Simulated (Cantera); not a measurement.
## Thermodynamics of silicon etching in halogen gases, feed Si + HF + H2

Feed: 1 mol Si, 1.6 mol HF, 78 mol H2, equilibrated at 902 °C and 1.00 bar.

Method: chemical equilibrium by Gibbs-energy minimisation in Cantera with the NASA 1993 tables (ideal gas, pure condensed phases). Candidate condensed phases: Si; 25 gas species. The tables' values for SiF3 are old estimates; treat these amounts as uncertain. The numbers say what is thermodynamically allowed, not how fast it happens.

```json
{
 "x(H2)": "0.994",
 "x(SiF4)": "0.00354",
 "x(SiHF3)": "0.00165",
 "x(SiH2F2)": "0.000382",
 "x(SiF3)": "8.36e-5",
 "x(HF)": "5.24e-5",
 "x(SiH3F)": "2.23e-5",
 "x(SiF2)": "2.33e-6",
 "n(Si(s))": "0.550 mol",
 "gas_amount": "79.15 mol"
}
```
